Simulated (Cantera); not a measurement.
Feed: 1 mol Fe₂O₃, 0.12 mol SO₂, 1.1 mol O₂, 0.46 mol SO₃, equilibrated at 24.0 Torr.

Cantera equilibrium calculation (NASA polynomials, part measured and part estimated; ideal gas, pure solids and liquids). Candidate condensed phases: Fe, FeO, FeS, FeSO₄, FeS₂, Fe₂O₃, Fe₂(SO₄)₃, Fe₃O₄, S; 12 gas species. Rates play no part.

x: gas mole fraction; n: condensed amount in mol.

| T (K) | x O₂ | x SO₂ | x SO₃ | x O | x SO | x FeO | x Fe | n Fe₂O₃(s) | n Fe₃O₄(s) |
|---|---|---|---|---|---|---|---|---|---|
| 1150 | 0.694 | 0.289 | 0.0169 | 3.87e-8 | ___ | <1e-12 | <1e-12 | 1.00 | 0 |
| 1200 | 0.695 | 0.294 | 0.0113 | 1.17e-7 | ___ | <1e-12 | <1e-12 | 1.00 | 0 |
| 1250 | 0.695 | 0.297 | 0.00773 | 3.23e-7 | ___ | <1e-12 | <1e-12 | 1.00 | 0 |
| 1300 | 0.696 | 0.299 | 0.00545 | 8.25e-7 | ___ | <1e-12 | <1e-12 | 1.00 | 0 |
| 1350 | 0.696 | 0.300 | 0.00393 | 1.97e-6 | ___ | 2.14e-12 | <1e-12 | 1.00 | 0 |
| 1400 | 0.696 | 0.301 | 0.00291 | 4.41e-6 | ___ | 1.61e-11 | <1e-12 | 1.00 | 0 |
| 1450 | 0.696 | 0.302 | 0.00219 | 9.37e-6 | ___ | 1.05e-10 | <1e-12 | 1.00 | 0 |
| 1500 | 0.696 | 0.302 | 0.00169 | 1.89e-5 | ___ | 6.01e-10 | 1.91e-12 | 1.00 | 0 |
| 1550 | 0.696 | 0.303 | 0.00132 | 3.65e-5 | ___ | 3.07e-9 | 1.51e-11 | 1.00 | 0 |
| 1600 | 0.721 | 0.278 | 0.000980 | 6.88e-5 | ___ | 1.30e-8 | 9.51e-11 | 0 | 0.667 |
| 1650 | 0.720 | 0.279 | 0.000790 | 0.000123 | ___ | 4.97e-8 | 5.36e-10 | 0 | 0.667 |
| 1700 | 0.720 | 0.279 | 0.000645 | 0.000212 | ___ | 1.75e-7 | 2.72e-9 | 0 | 0.667 |
| 1750 | 0.720 | 0.279 | 0.000533 | 0.000355 | ___ | 5.74e-7 | 1.26e-8 | 0 | 0.667 |
| 1800 | 0.720 | 0.279 | 0.000445 | 0.000577 | ___ | 1.75e-6 | 5.33e-8 | 0 | 0.667 |

Problem. Fill in the missing entries.

Solution. 
- 1150, x SO: 4.28e-10
- 1200, x SO: 1.62e-9
- 1250, x SO: 5.51e-9
- 1300, x SO: 1.70e-8
- 1350, x SO: 4.80e-8
- 1400, x SO: 1.26e-7
- 1450, x SO: 3.08e-7
- 1500, x SO: 7.11e-7
- 1550, x SO: 1.55e-6
- 1600, x SO: 2.92e-6
- 1650, x SO: 5.82e-6
- 1700, x SO: 1.11e-5
- 1750, x SO: 2.04e-5
- 1800, x SO: 3.64e-5
